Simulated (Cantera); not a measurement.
An adiabatic, constant-volume homogeneous reactor starts with C2H4 : O2 : N2 : H2O = 1 : 1.5 : 5.64 : 0.62 (molar parts), equivalence ratio 2.0, at 1623 K and 2.80 bar.

Detailed kinetics in Cantera: GRI-Mech 3.0 (53 species, 325 reactions). GRI-Mech 3.0 was tuned for natural gas; its chemistry of ethylene as a main component is partial and can be far from experiment. Above 3000 K some thermodynamic fits are extrapolated.

**Question.** Predict: time of steepest temperature rise; temperature at 1.00 s; equilibrium temperature; x(O2) at 1.00 s; x(H2O) at 1.00 s; x(H2O2) at 1.00 s; x(H2) at 1.00 s.

**Answer.** 
```json
{
 "time_of_steepest_temperature_rise": "6.59 µs",
 "temperature at 1.00 s": "3044 K",
 "equilibrium_temperature": "3044 K",
 "x(O2) at 1.00 s": "0.000465 (gas-phase equilibrium 0.000465)",
 "x(H2O) at 1.00 s": "0.119 (gas-phase equilibrium 0.119)",
 "x(H2O2) at 1.00 s": "1.19e-7 (gas-phase equilibrium 1.19e-7)",
 "x(H2) at 1.00 s": "0.115 (gas-phase equilibrium 0.115)"
}
```
